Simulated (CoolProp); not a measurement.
Vapour-liquid equilibrium of p-xylene (1) + n-nonane (2) at 150.05 °C; x and y are mole fractions of (1).

Values from CoolProp's multi-fluid Helmholtz-energy mixture model, Zhou 2012 and Lemmon 2006; pair parameters Bell 2016.

Problem. Give the bubble pressure and the first vapour's composition at x = 0.05, 0.2, 0.5. Is there an azeotrope?

Solution. x = 0.05: 1.017 bar, y = 0.070; x = 0.2: 1.080 bar, y = 0.257; x = 0.5: 1.194 bar, y = 0.572. No azeotrope shows between x = 0.05 and 0.95.

Pair parameters are fitted to limited data, so mixtures are less certain than the pure fluids.
